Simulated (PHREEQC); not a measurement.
Consider water at 25 °C with 0.019 mol HCl, 0.075 mol Al2(SO4)3 and 0.028 mol MgSO4 per kg of water. Closed to the air; pH follows from the charge balance.

Computed with PHREEQC (ion-association model, phreeqc.dat).

Each row changes one thing in this solution. Precipitation was switched off in this run.

```
case                                         pH  ionic strength (mol/kgw)  AlSO4+ (mol/kgw)  SO4-2 (mol/kgw)  Al(SO4)2- (mol/kgw)  Mg+2 (mol/kgw)  SI of Gibbsite (Al(OH)3)
-----------------------------------------  ----  ------------------------  ----------------  ---------------  -------------------  --------------  ------------------------
as made                                    2.21                     0.284            0.0954           0.0522               0.0404          0.0145                     -4.29
HCl replaced by LiCl at the same molality  3.89                       [?]            0.0936           0.0574               0.0433          0.0139                     +0.71
Al2(SO4)3 from 0.075 to 0.0675 mol/kgw     2.20                       [?]            0.0866           0.0491               0.0353          0.0146                     -4.35
Al2(SO4)3 from 0.075 to 0.0075 mol/kgw     2.03                     0.106            0.0105           0.0177                  [?]             [?]                     -5.43
temperature from 25 to 60 °C               2.40                     0.255            0.0977           0.0448               0.0395          0.0106                       [?]
diluted 10-fold with water                 2.95                    0.0417            0.0110          0.00951              0.00161         0.00181                     -2.46
```

Question: Some entries are withheld; supply them.

Answer: 
- HCl replaced by LiCl at the same molality, ionic strength (mol/kgw): 0.288
- Al2(SO4)3 from 0.075 to 0.0675 mol/kgw, ionic strength (mol/kgw): 0.266
- Al2(SO4)3 from 0.075 to 0.0075 mol/kgw, Al(SO4)2- (mol/kgw): 0.00215
- Al2(SO4)3 from 0.075 to 0.0075 mol/kgw, Mg+2 (mol/kgw): 0.0176
- temperature from 25 to 60 °C, SI of Gibbsite (Al(OH)3): -2.04

Complexes and solids missing from the database can't appear. Some of these states are supersaturated (in Gibbsite (slow to form), for instance). Constants without temperature data keep their 25 °C values here.
